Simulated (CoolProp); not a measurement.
Properties of isopentane at several states.

Values from CoolProp's reference Helmholtz-energy equation of state, Lemmon 2006. It is a short technical equation, of lower accuracy than the large ones.

| T (K) | p (bar) | phase | Z | cv (kJ/(kg K)) | isothermal compressibility (1/MPa) |
|---|---|---|---|---|---|
| 391.4 | 71.3 | liquid | (withheld) | (withheld) | 0.006179 |
| 167.6 | 0.258 | liquid | (withheld) | 1.261 | (withheld) |
| 188.5 | 148 | liquid | (withheld) | 1.324 | (withheld) |

**Question.** Fill in the missing entries.

**Answer.** 
- 391.4, Z: 0.3005
- 391.4, cv (kJ/(kg K)): 2.092
- 167.6, Z: 0.001813
- 167.6, isothermal compressibility (1/MPa): 0.0006966
- 188.5, Z: 0.9385
- 188.5, isothermal compressibility (1/MPa): 0.0007330
